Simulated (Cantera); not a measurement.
Adiabatic ignition

An adiabatic, constant-pressure homogeneous reactor starts with 1.04 % CO, 0.591 % H2, 1.35 % CH4, 7.79 % O2, 85.7 % N2, 3.52 % H2O, at 1025 K and 495 Torr.

Model: GRI-Mech 3.0 (53 species, 325 reactions), integrated in Cantera.

| t (s) | T (K) | x CO | x H2 | x CH4 | x CH2 | x CH3 | x CH2CO |
|---|---|---|---|---|---|---|---|
| 2.00e-6 | 1025 | 0.0104 | 0.00591 | 0.0135 | <1e-12 | 1.44e-12 | <1e-12 |
| 5.55e-6 | 1025 | 0.0104 | 0.00591 | 0.0135 | <1e-12 | 4.74e-12 | <1e-12 |
| 1.54e-5 | 1025 | 0.0104 | 0.00591 | 0.0135 | <1e-12 | 1.90e-11 | <1e-12 |
| 4.28e-5 | 1025 | 0.0104 | 0.00591 | 0.0135 | <1e-12 | 8.62e-11 | <1e-12 |
| 0.000119 | 1025 | 0.0104 | 0.00591 | 0.0135 | <1e-12 | 3.49e-10 | <1e-12 |
| 0.000330 | 1025 | 0.0104 | 0.00591 | 0.0135 | <1e-12 | 1.19e-9 | <1e-12 |
| 0.000917 | 1025 | 0.0104 | 0.00591 | 0.0135 | <1e-12 | 4.07e-9 | <1e-12 |
| 0.00255 | 1025 | 0.0104 | 0.00591 | 0.0135 | <1e-12 | 1.88e-8 | <1e-12 |
| 0.00707 | 1025 | 0.0104 | 0.00591 | 0.0135 | <1e-12 | 2.82e-7 | <1e-12 |
| 0.0196 | 1028 | 0.0104 | 0.00583 | 0.0131 | 2.33e-10 | 1.62e-5 | 6.36e-8 |
| 0.0545 | 1459 | 1.00e-5 | 4.97e-6 | <1e-12 | <1e-12 | <1e-12 | <1e-12 |
| 0.151 | 1460 | 4.89e-7 | 5.33e-7 | <1e-12 | <1e-12 | <1e-12 | <1e-12 |
| 0.420 | 1460 | 3.78e-7 | 4.46e-7 | <1e-12 | <1e-12 | <1e-12 | <1e-12 |
| 1.17 | 1460 | 3.78e-7 | 4.46e-7 | <1e-12 | <1e-12 | <1e-12 | <1e-12 |
| 3.24 | 1460 | 3.78e-7 | 4.46e-7 | <1e-12 | <1e-12 | <1e-12 | <1e-12 |
| 9.00 | 1460 | 3.78e-7 | 4.46e-7 | <1e-12 | <1e-12 | <1e-12 | <1e-12 |
x: mole fraction; the columns are a selection and need not sum to one.

* **time of steepest temperature rise**: 38.8 ms
* **temperature at 9.00 s**: 1460 K
* **equilibrium temperature**: 1459 K
* **x(CO) at 9.00 s**: 3.78e-7 (gas-phase equilibrium 3.72e-7)
* **x(H2) at 9.00 s**: 4.46e-7 (gas-phase equilibrium 4.40e-7)
* **x(CH4) at 9.00 s**: <1e-12 (gas-phase equilibrium <1e-12)
